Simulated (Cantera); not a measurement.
# Roasting and sulfation: Fe2O3 + H2S + N2 + SO2

Feed: 1 mol Fe2O3, 2.1 mol H2S, 36 mol N2, 0.087 mol SO2, equilibrated at 23000 Pa.

Method: chemical equilibrium by Gibbs-energy minimisation in Cantera with the NASA 1993 tables (ideal gas, pure condensed phases). Candidate condensed phases: Fe, FeO, Fe(OH)2, Fe(OH)3, FeS, FeSO4, FeS2, Fe2O3, Fe2(SO4)3, Fe3O4, H2O, H2SO4, S; 38 gas species. Metal and sulfide melt together well below either melting point, which pure phases cannot show. Mutual solubility and eutectic melting of coexisting phases are not modelled. The tables' stoichiometric FeO is somewhat more stable than real wüstite, so its field is too wide. FeO, FeS: taken at fixed stoichiometry. Gases not in the tables: S3 to S7. Rates play no part.

From 675 °C to 875 °C the condensed part is FeS(s) + Fe3O4(s). From 975 °C to 1175 °C the condensed part is FeO(s) + FeS(s). From 1275 °C to 1375 °C the condensed part is FeO(s) + FeS(l).

```csv
T (°C),log p N2,log p H2O,log p H2,log p S2,log p SO2,n FeS(s),n Fe3O4(s),n FeO(s),n FeS(l)
675,-0.67,-1.91,-4.26,-3.84,-2.65,1.73,0.0889,0,0
775,-0.67,-1.91,-3.86,-3.64,-2.66,1.71,0.0967,0,0
875,-0.67,-1.92,-3.52,-3.47,-2.66,1.68,0.107,0,0
975,-0.67,-1.93,-3.24,-3.25,-2.64,1.57,0,0.430,0
1075,-0.67,-1.95,-2.97,-2.99,-2.67,1.43,0,0.574,0
1175,-0.67,-1.99,-2.75,-2.78,-2.71,1.23,0,0.772,0
1275,-0.67,-2.02,-2.58,-2.67,-2.73,0,0,0.932,1.07
1375,-0.67,-2.07,-2.46,-2.59,-2.75,0,0,1.09,0.905
```
log p: log10 of the partial pressure in bar; n: condensed amount in mol.
